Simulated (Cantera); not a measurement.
Standard-state values (1 bar) from the NASA 1993 polynomials, evaluated with Cantera. Values are per mole of reaction as written; species without (g) are pure solids or liquids, kept so even where they would boil at 1 bar. VN: taken at fixed stoichiometry.

N2O(g) + V2O5 = 6 O(g) + 2 VN, with ΔH° = 2529.8 kJ and ΔS° = 690.6 J/K at 300 K.

**Question.** How far is the shortcut ΔG° ≈ ΔH°(300 K) − T·ΔS°(300 K) from the full temperature-dependent value at 1423, 1523, 1623, 1723, 1823, 1923 K?

**Answer.** 
```json
[
 {"T (K)": "1423", "shortcut (kJ)": "1547.1", "full (kJ)": "1566.7", "difference (kJ)": "-19.5", "difference in log10 K": "0.72", "condensed phases": "V2O5(l), VN(s)"},
 {"T (K)": "1523", "shortcut (kJ)": "1478.1", "full (kJ)": "1503.5", "difference (kJ)": "-25.4", "difference in log10 K": "0.87", "condensed phases": "V2O5(l), VN(s)"},
 {"T (K)": "1623", "shortcut (kJ)": "1409.0", "full (kJ)": "1440.4", "difference (kJ)": "-31.4", "difference in log10 K": "1.01", "condensed phases": "V2O5(l), VN(s)"},
 {"T (K)": "1723", "shortcut (kJ)": "1340.0", "full (kJ)": "1377.3", "difference (kJ)": "-37.3", "difference in log10 K": "1.13", "condensed phases": "V2O5(l), VN(s)"},
 {"T (K)": "1823", "shortcut (kJ)": "1270.9", "full (kJ)": "1314.3", "difference (kJ)": "-43.3", "difference in log10 K": "1.24", "condensed phases": "V2O5(l), VN(s)"},
 {"T (K)": "1923", "shortcut (kJ)": "1201.9", "full (kJ)": "1251.2", "difference (kJ)": "-49.3", "difference in log10 K": "1.34", "condensed phases": "V2O5(l), VN(s)"}
]
```
The shortcut ignores heat capacities and the phase changes listed.
